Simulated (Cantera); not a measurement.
What does this Cantera script print?

```python
import numpy as np
import cantera as ct

gas = ct.Solution("gri30.yaml")
gas.TPX = 1475, 940000, {'CH4': 1, 'O2': 2.02, 'N2': 18.8}
reactor = ct.IdealGasConstPressureReactor(gas, energy="on", clone=False)
net = ct.ReactorNet([reactor])
net.rtol, net.atol = 1e-08, 1e-16
show = ['CH4', 'O2', 'H2', 'HCO', 'OH', 'CO', 'HCN']
times = np.geomspace(5e-06, 0.2, 15)

steps = ct.SolutionArray(gas, extra=["t"])
rows = []
print(f"{'t/s':>10s}{'T/K':>9s}{'P/Pa':>11s}" + "".join(f"{s:>11s}" for s in show))
for t in times:
    while net.time < t:
        t_next = net.step()
        steps.append(gas.state, t=t_next)
    rows.append([np.interp(t, steps.t, y) for y in (steps.T, steps.P, *steps(*show).X.T)])
    print(f"{t:10.3e}{rows[-1][0]:9.1f}{rows[-1][1]:11.4g}" + "".join(f"{x:11.3e}" for x in rows[-1][2:]))
rate = np.gradient(steps.T, steps.t)
print("integrator steps:", len(steps.t))
if steps.T.max() > steps.T[0] + 200:
    print(f"time of steepest temperature rise: {steps.t[rate.argmax()]:.4e} s")
gas.TPX = 1475, 940000, {'CH4': 1, 'O2': 2.02, 'N2': 18.8}
gas.equilibrate("HP")
print(f"equilibrium (HP): T = {gas.T:.1f} K  " + "  ".join(f"{s} {gas[s].X[0]:.3e}" for s in show))
```

Result:

```
       t/s      T/K       P/Pa        CH4         O2         H2        HCO         OH         CO        HCN
 5.000e-06   1475.0    9.4e+05  4.583e-02  9.257e-02  1.473e-07  6.042e-13  6.469e-09  1.436e-10  6.240e-18
 1.066e-05   1475.0    9.4e+05  4.583e-02  9.257e-02  3.932e-07  3.520e-12  1.344e-08  1.609e-09  3.255e-17
 2.272e-05   1475.0    9.4e+05  4.582e-02  9.257e-02  1.283e-06  2.553e-11  3.186e-08  2.222e-08  1.917e-16
 4.843e-05   1475.0    9.4e+05  4.578e-02  9.255e-02  5.486e-06  2.329e-10  7.779e-08  3.900e-07  1.336e-15
 1.032e-04   1475.5    9.4e+05  4.563e-02  9.247e-02  2.616e-05  1.667e-09  1.541e-07  6.270e-06  8.993e-15
 2.201e-04   1477.9    9.4e+05  4.506e-02  9.213e-02  1.287e-04  8.903e-09  3.281e-07  7.237e-05  5.505e-14
 4.691e-04   1498.8    9.4e+05  4.094e-02  8.928e-02  1.275e-03  1.212e-07  2.104e-06  1.267e-03  2.228e-12
 1.000e-03   2382.9    9.4e+05  1.015e-16  3.471e-03  1.690e-03  1.512e-09  1.937e-03  4.603e-03  2.698e-11
 2.132e-03   2383.6    9.4e+05  1.000e-16  3.323e-03  1.661e-03  1.420e-09  1.887e-03  4.515e-03  3.080e-11
 4.544e-03   2382.3    9.4e+05  1.063e-16  3.183e-03  1.685e-03  1.442e-09  1.859e-03  4.572e-03  3.925e-11
 9.686e-03   2380.3    9.4e+05  1.169e-16  2.972e-03  1.725e-03  1.479e-09  1.814e-03  4.664e-03  5.298e-11
 2.065e-02   2378.2    9.4e+05  1.290e-16  2.767e-03  1.767e-03  1.519e-09  1.769e-03  4.763e-03  6.792e-11
 4.401e-02   2377.3    9.4e+05  1.346e-16  2.683e-03  1.786e-03  1.536e-09  1.750e-03  4.807e-03  7.462e-11
 9.382e-02   2377.2    9.4e+05  1.350e-16  2.676e-03  1.788e-03  1.538e-09  1.748e-03  4.811e-03  7.520e-11
 2.000e-01   2377.2    9.4e+05  1.350e-16  2.676e-03  1.788e-03  1.538e-09  1.748e-03  4.811e-03  7.521e-11
integrator steps: 2114
time of steepest temperature rise: 6.2347e-04 s
equilibrium (HP): T = 2377.2 K  CH4 1.676e-16  O2 2.676e-03  H2 1.788e-03  HCO 1.538e-09  OH 1.748e-03  CO 4.811e-03  HCN 7.521e-11
```

Detailed kinetics in Cantera: GRI-Mech 3.0 (53 species, 325 reactions).
